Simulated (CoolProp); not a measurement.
Vapour-liquid equilibrium of isohexane (1) + benzene (2) at 347.1 K; x and y are mole fractions of (1).

The numbers come from the multi-fluid Helmholtz-energy mixture model, Lemmon 2006 and Thol 2012; pair parameters Bell 2016 in CoolProp.

Q: Give the bubble pressure and the first vapour's composition at x = 0.125, 0.275, 0.575. Is there an azeotrope?

A: x = 0.125: 1.032 bar, y = 0.277; x = 0.275: 1.183 bar, y = 0.452; x = 0.575: 1.371 bar, y = 0.681. No azeotrope shows between x = 0.05 and 0.95.

The pair parameters rest on a limited set of measurements; away from them the model extrapolates.
